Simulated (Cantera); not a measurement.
Input: 1 mol B, 2.1 mol O2, 2.1 mol N2, equilibrated at 33.0 Torr.

These are equilibrium values from Cantera (NASA tables, ideal gas, pure condensed phases), not measurements of a reactor. Candidate condensed phases: B, BN, B2O3; 17 gas species. Equilibrium is a limit: real reactors are often held back by kinetics, nucleation or transport.

What share of the B ends up in condensed phases as a function of T (K), at 1025, 1125, 1225, 1325, 1425, 1525, 1625?


| T (K) | B condensed (%) | as |
|---|---|---|
| 1025 | 100.0 | B2O3(l) |
| 1125 | 100.0 | B2O3(l) |
| 1225 | 100.0 | B2O3(l) |
| 1325 | 100.0 | B2O3(l) |
| 1425 | 99.9 | B2O3(l) |
| 1525 | 99.4 | B2O3(l) |
| 1625 | 96.2 | B2O3(l) |
